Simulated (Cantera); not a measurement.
A perfectly stirred reactor is fed with CH4 : H2 : N2 = 0.02 : 1 : 0.00031 (molar parts), at 10.00 Torr; it is held at 2575 K, and followed from long to short residence time.

Computed with Cantera and GRI-Mech 3.0 (53 species, 325 reactions). GRI-Mech 3.0 stops at C3 and has no aromatics, soot or wall deposition, so with more carbon than oxygen in the feed, carbon stays in small species such as C2H2 where larger ones or solid carbon would form. Radical loss at walls, strong at low pressure, is not modelled.

x: mole fraction; the columns are a selection and need not sum to one.

```
τ (s)      x CH4   x H2     x C2H   x C2H4    x HCN
------  --------  -----  --------  -------  -------
2.4      2.60e-6  0.760  0.000209  5.80e-8  5.00e-5
1.2      4.90e-6  0.783  0.000186  7.48e-8  3.18e-5
0.63     1.11e-5  0.816  0.000153  1.12e-7  1.91e-5
0.32           …  0.859         …        …        …
0.16           …  0.897         …        …        …
0.083   0.000279  0.921   5.57e-5  1.05e-6  2.12e-6
0.042   0.000628  0.935   4.18e-5  2.30e-6  1.03e-6
0.021    0.00127  0.945   3.19e-5  5.06e-6  5.00e-7
0.011    0.00228  0.951   2.43e-5  1.03e-5  2.51e-7
0.0055   0.00402  0.956   1.70e-5  2.08e-5  1.12e-7
```

Task: Some entries are withheld; supply them.

Result: 
- 0.32, x CH4: 3.34e-5
- 0.32, x C2H: 0.000112
- 0.32, x C2H4: 2.14e-7
- 0.32, x HCN: 9.74e-6
- 0.16, x CH4: 0.000108
- 0.16, x C2H: 7.71e-5
- 0.16, x C2H4: 4.83e-7
- 0.16, x HCN: 4.43e-6
